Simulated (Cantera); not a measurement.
A closed system holds: 1 mol Si₃N₄, 0.32 mol N₂, equilibrated at 0.100 bar.

These are equilibrium values from Cantera (NASA tables, ideal gas, pure condensed phases), not measurements of a reactor. Candidate condensed phases: Si, Si₃N₄; 7 gas species. The tables' values for SiN are old estimates; treat these amounts as uncertain. The numbers say what is thermodynamically allowed, not how fast it happens. All values below are at 2775 K.

Base state: N₂ 0.675, Si 0.302, Si₂ 0.0116, SiN 0.00545, Si₂N 0.00407, Si₃ 0.00182 (mole fractions); condensed: Si(l).

Problem. What changes in the equilibrium state with this change: Si₃N₄ replaced by ZrN?

Solution. 
| species | before | after |
|---|---|---|
| N₂ | 0.675 | 1.000 |
| Zr | 0 | 1.24e-5 |
| Si | 0.302 | 0 |
| Si₂ | 0.0116 | 0 |
| SiN | 0.00545 | 0 |
| Si₂N | 0.00407 | 0 |
| Si₃ | 0.00182 | 0 |
| Si(l), mol | 1.83 | 0 |
| ZrN(s), mol | 0 | 1.000 |
ZrN: taken at fixed stoichiometry. Further candidate phases: Zr, ZrN.
